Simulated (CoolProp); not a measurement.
R21 at 254.53 K and 0.0132 MPa is compressed adiabatically to 0.0354 MPa with isentropic efficiency 0.85. Each further row changes one setting.

Values from CoolProp's reference Helmholtz-energy equation of state, Platzer 1990. This equation is an older, rougher fit.

```
case             work (kJ/kg)  final temperature (K)  final density (kg/m³)
---------------  ------------  ---------------------  ---------------------
as stated                 [?]                  299.6                    [?]
efficiency 1             21.6                    [?]                   1.51
efficiency 0.65          33.3                    [?]                   1.41
```

### Question
What belongs in the gaps?

### Answer

- as stated, work (kJ/kg): 25.4
- as stated, final density (kg/m³): 1.48
- efficiency 1, final temperature (K): 293.3
- efficiency 0.65, final temperature (K): 312.5
